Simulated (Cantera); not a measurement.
A closed system holds: 1 mol SiH2Cl2, 0.13 mol NH3, 33 mol H2, at 750 Torr.

Method: chemical equilibrium by Gibbs-energy minimisation in Cantera with the NASA 1993 tables (ideal gas, pure condensed phases). Candidate condensed phases: NH4Cl, Si, Si3N4; 28 gas species. Mutual solubility and eutectic melting of coexisting phases are not modelled. The tables' values for SiCl3 are old estimates; treat these amounts as uncertain. Kinetics and transport are ignored.

Q: At 1448 K, list the 4 most abundant gas species with their mole fractions, and the condensed phases.

A: H2 0.953, HCl 0.0399, SiCl2 0.00515, SiHCl3 0.000802. Condensed: Si(s) + Si3N4(s).
